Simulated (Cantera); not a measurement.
Charge: 1 mol AlCl₃, a varied amount of O₂, 750 mol N₂, equilibrated at 1852 °C and 0.0900 Torr.

Method: chemical equilibrium by Gibbs-energy minimisation in Cantera with the NASA 1993 tables (ideal gas, pure condensed phases). Candidate condensed phases: Al, AlCl₃, AlN, Al₂O₃; 24 gas species. Equilibrium is a limit: real reactors are often held back by kinetics, nucleation or transport.

Question: At 5.6 mol O₂, list the 6 most abundant gas species with their mole fractions, and the condensed phases.

Answer: N₂ 0.985, O 0.00712, Cl 0.00391, O₂ 0.00223, NO 0.00122, AlO 2.48e-5. Condensed: Al₂O₃(s).
